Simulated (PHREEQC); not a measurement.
Dissolve 0.078 mol NaNO3, 0.0024 mol Pb(NO3)2 and 0.00053 mol MgSO4 per kg of water at 25 °C. Closed to the air; pH follows from the charge balance.

Computed with PHREEQC (ion-association model, phreeqc.dat).

Each row changes one thing in this solution. No solid was allowed to form.

```
case                                               pH  ionic strength (mol/kgw)  Pb+2 (mol/kgw)  PbNO3+ (mol/kgw)  PbOH+ (mol/kgw)  Pb2OH+3 (mol/kgw)  SI of Pb(OH)2 (Pb(OH)2)
-----------------------------------------------  ----  ------------------------  --------------  ----------------  ---------------  -----------------  -----------------------
as made                                          5.43                    0.0855         0.00160          0.000736          4.15e-6            3.82e-7                    -0.50
NaNO3 replaced by NaHCO3 at the same molality    7.54                    0.0788         2.45e-6           6.75e-8          8.24e-7           1.13e-10                    +0.91
NaNO3 left out                                   5.26                   0.00831         0.00211           1.00e-4          5.67e-6            3.92e-7                    -0.46
Pb(NO3)2 from 0.0024 to 0.024 mol/kgw            4.84                     0.134          0.0151           0.00859          9.07e-6                  …                    -0.76
MgSO4 replaced by Mg(NO3)2 at the same molality  5.42                    0.0853         0.00163          0.000760          4.15e-6            3.89e-7                    -0.50
MgSO4 from 0.00053 to 0.00106 mol/kgw            5.44                    0.0872         0.00157          0.000717          4.13e-6            3.76e-7                    -0.49
diluted 2-fold with water                        5.52                    0.0430               …          0.000259          3.38e-6            1.45e-7                    -0.47
temperature from 25 to 85 °C                     5.45                    0.0856         0.00168          0.000677          4.08e-6            4.45e-7                    +1.22
```

### Question
Complete the blanks.

### Answer

- Pb(NO3)2 from 0.0024 to 0.024 mol/kgw, Pb2OH+3 (mol/kgw): 8.96e-6
- diluted 2-fold with water, Pb+2 (mol/kgw): 0.000912

Some of these states are supersaturated (in Anglesite, Cerussite, Pb(OH)2, for instance). At this temperature some constants are extrapolated from 25 °C, and those without enthalpy data are left unchanged.
